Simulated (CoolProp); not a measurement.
Ammonia at several states: density (kg/m³) from the reference equation and from simpler models built on Tc = 405.6 K, pc = 11.36 MPa, ω = 0.256; each cubic takes its own stable root.

The numbers come from the reference Helmholtz-energy equation of state, Gao 2020 in CoolProp.

```csv
T (K),p (MPa),phase,reference,van der Waals,Redlich-Kwong
491.5,66.2,supercritical,409.8,___,341.8
679.9,2.42,gas,7.366,7.410,7.393
557.6,3.24,gas,___,___,12.36
643.6,0.0178,gas,0.05666,0.05666,0.05666
607.5,1.78,gas,6.077,6.102,6.095
```

Problem. Complete the blanks.

Solution. 
- 491.5, van der Waals: 289.7
- 557.6, reference: 12.30
- 557.6, van der Waals: 12.38
